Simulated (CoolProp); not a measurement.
Values from CoolProp's reference Helmholtz-energy equation of state, Lemmon 2006. It is a short technical equation, of lower accuracy than the large ones.

For C2F6 (R116), give the phase and the Z, cp (kJ/(kg K)), viscosity (µPa s), conductivity (mW/(m K)) at 259.4 K and 2.2 MPa; 269 K and 2.2 MPa; 288.1 K and 2.2 MPa.


- 259.4 K and 2.2 MPa: liquid; Z 0.111, cp 1.19, viscosity 147, conductivity 51.8
- 269 K and 2.2 MPa: liquid; Z 0.114, cp 1.31, viscosity 120, conductivity 47.3
- 288.1 K and 2.2 MPa: gas; Z 0.652, cp 1.16, viscosity 15.5, conductivity 17.7

Viscosity comes from a separate model (Huber 2003), an estimate that may be off by 10 % or more. Thermal conductivity comes from a separate model (Huber 2003), an estimate that may be off by 10 % or more.
